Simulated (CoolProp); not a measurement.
Vapour-liquid equilibrium of R22 (1) + R142b (2) at 0.00364 MPa; x and y are mole fractions of (1).

The numbers come from the multi-fluid Helmholtz-energy mixture model, Kamei 1995 and Lemmon 2006; pair parameters Bell 2016 in CoolProp.

Task: Give the bubble temperature and the first vapour's composition at x = 0.35, 0.65, 0.8. Is there an azeotrope?

Result: x = 0.35: 190.6 K, y = 0.770; x = 0.65: 184.6 K, y = 0.930; x = 0.8: 182.3 K, y = 0.970. No azeotrope shows between x = 0.05 and 0.95.

Pair parameters are fitted to limited data, so mixtures are less certain than the pure fluids.
